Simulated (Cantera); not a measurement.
Hydrocarbon pyrolysis for carbon deposition

An isothermal, constant-pressure homogeneous reactor starts with 2.08 % C2H6, 97.9 % N2, at 1200 K and 0.910 bar.

Model: GRI-Mech 3.0 (53 species, 325 reactions), integrated in Cantera. GRI-Mech 3.0 stops at C3 and has no aromatics, soot or wall deposition, so with more carbon than oxygen in the feed, carbon stays in small species such as C2H2 where larger ones or solid carbon would form.

```
t (s)       x C2H6     x HCN    x C2H4    x C2H2     x C2H      x H     x CH4
--------  --------  --------  --------  --------  --------  -------  --------
0.000300    0.0208    <1e-12   3.02e-5   3.13e-9    <1e-12  3.87e-7   4.34e-6
0.00120     0.0203  4.11e-11  0.000523   1.04e-6    <1e-12  1.01e-6   4.14e-5
0.00482     0.0177  1.03e-10   0.00289   3.46e-5  2.48e-12  1.13e-6  0.000235
0.0193     0.00956  1.53e-10   0.00993  0.000548  1.29e-11  1.37e-6  0.000977
0.0775    0.000940  1.79e-10    0.0147   0.00365  3.07e-11  9.71e-7   0.00211
0.311      6.20e-5  1.80e-10    0.0117   0.00737  1.62e-11  3.06e-7   0.00237
1.24       2.88e-5  1.80e-10   0.00766    0.0113  1.61e-11  2.28e-7   0.00251
4.99       1.90e-5  1.80e-10   0.00492    0.0138  1.54e-11  1.92e-7   0.00279
20.0       1.71e-5  1.83e-10   0.00457    0.0138  1.32e-11  1.60e-7   0.00354
```
x: mole fraction; the columns are a selection and need not sum to one.

Equilibrium at this temperature and pressure: C2H6 3.28e-6, HCN 0.0209, C2H4 0.000979, C2H2 0.00369, C2H <1e-12, H 3.24e-8, CH4 0.0102 (gas phase only).
